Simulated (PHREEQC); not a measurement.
Solution (25 °C): 0.0087 mol HNO3, 6.6e-05 mol NaCl and 4.9e-05 mol KCl per kg of water. Closed to the air; pH follows from the charge balance.

Computed with PHREEQC (ion-association model, phreeqc.dat).

The pH comes out as 2.10 and the ionic strength is 0.00881 mol/kgw. The specific conductance is 3440 µS/cm and the total alkalinity is -8.70 meq/kg.

```json
[
 {"species": "H+", "molality": "0.00870", "activity": "0.00798", "log γ": "-0.037"},
 {"species": "NO3-", "molality": "0.00870", "activity": "0.00787", "log γ": "-0.044"},
 {"species": "Cl-", "molality": "0.000115", "activity": "0.000104", "log γ": "-0.043"},
 {"species": "Na+", "molality": "6.60e-5", "activity": "5.99e-5", "log γ": "-0.042"},
 {"species": "K+", "molality": "4.90e-5", "activity": "4.44e-5", "log γ": "-0.043"}
]
```

Precipitation was switched off in this run.
